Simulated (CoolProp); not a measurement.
Vapour-liquid equilibrium of hydrogen sulfide (1) + n-hexane (2) at 34.15 °C; x and y are mole fractions of (1).

The numbers come from the multi-fluid Helmholtz-energy mixture model, Lemmon 2006 and Thol 2019; pair parameters Kunz 2012 in CoolProp.

Task: Give the bubble pressure and the first vapour's composition at x = 0.2, 0.575, 0.8. Is there an azeotrope?

Result: x = 0.2: 6.840 bar, y = 0.957; x = 0.575: 15.26 bar, y = 0.983; x = 0.8: 19.88 bar, y = 0.991. No azeotrope shows between x = 0.05 and 0.95.

Pair parameters are fitted to limited data, so mixtures are less certain than the pure fluids. The gap from Raoult's law changes sign with composition, which may be real or a fault of the pair parameters; it wasn't checked against measurements.
